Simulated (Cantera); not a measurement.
Thermodynamics of carbon deposition, reforming and gasification, feed C6H6 + O2 + H2

Feed: 1 mol C6H6, 0.053 mol O2, 0.6 mol H2, held at 27.0 bar.

Cantera equilibrium calculation (NASA polynomials, part measured and part estimated; ideal gas, pure solids and liquids). Candidate condensed phases: C, C6H6, C7H8, C8H18, H2O; 110 gas species. Rates play no part.

| T (K) | x H2 | x CH4 | x CO | x C2H2 (acetylene) | x H | x H2O | x C2H4 | n C(graphite) |
|---|---|---|---|---|---|---|---|---|
| 1600 | 0.932 | 0.0383 | 0.0291 | 2.56e-5 | 1.01e-5 | 0.000639 | 7.19e-5 | 5.76 |
| 1650 | 0.939 | 0.0316 | 0.0290 | 4.28e-5 | 1.69e-5 | 0.000474 | 7.90e-5 | 5.78 |
| 1700 | 0.944 | 0.0264 | 0.0290 | 6.93e-5 | 2.76e-5 | 0.000357 | 8.61e-5 | 5.80 |
| 1750 | 0.948 | 0.0222 | 0.0290 | 0.000109 | 4.36e-5 | 0.000273 | 9.32e-5 | 5.81 |
| 1800 | 0.952 | 0.0188 | 0.0289 | 0.000167 | 6.72e-5 | 0.000212 | 0.000100 | 5.82 |
| 1850 | 0.954 | 0.0161 | 0.0289 | 0.000250 | 0.000101 | 0.000167 | 0.000107 | 5.83 |
| 1900 | 0.956 | 0.0139 | 0.0289 | 0.000365 | 0.000149 | 0.000133 | 0.000115 | 5.84 |
| 1950 | 0.958 | 0.0121 | 0.0288 | 0.000524 | 0.000216 | 0.000107 | 0.000122 | 5.85 |
| 2000 | 0.959 | 0.0105 | 0.0288 | 0.000737 | 0.000307 | 8.75e-5 | 0.000129 | 5.85 |
| 2050 | 0.960 | 0.00928 | 0.0288 | 0.00102 | 0.000428 | 7.21e-5 | 0.000136 | 5.85 |
| 2100 | 0.961 | 0.00822 | 0.0288 | 0.00139 | 0.000588 | 5.99e-5 | 0.000142 | 5.85 |
| 2150 | 0.961 | 0.00732 | 0.0288 | 0.00186 | 0.000796 | 5.03e-5 | 0.000149 | 5.85 |
| 2200 | 0.961 | 0.00655 | 0.0287 | 0.00246 | 0.00106 | 4.25e-5 | 0.000156 | 5.85 |
x: gas mole fraction; n: condensed amount in mol.

From 1600 K to 2200 K the condensed part is C(graphite). The main C-bearing gas is CH4 at 1600 K and CO at 2200 K.
